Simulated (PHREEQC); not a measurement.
Dissolve 0.36 mmol/kgw Ag2SO4 and 3.4 mmol/kgw HBF4 at 55 °C. Closed to the air; pH follows from the charge balance.

Computed with PHREEQC (ion-association model, wateq4f.dat).

```csv
quantity,before,after
pH,2.60,6.59
ionic strength (mol/kgw),0.00367,0.00107
```

What was changed between the two runs?
A) HBF4 from 0.0034 to 0.00068 mol/kgw
B) 0.0014 mol/kgw NaOH added
C) HBF4 left out
D) HBF4 from 0.0034 to 0.0017 mol/kgw
E) temperature from 55 to 70 °C

C, HBF4 left out

Precipitation was switched off in this run. Constants without temperature data keep their 25 °C values here. Real BF4- forms and hydrolyses slowly; the run takes it at equilibrium.
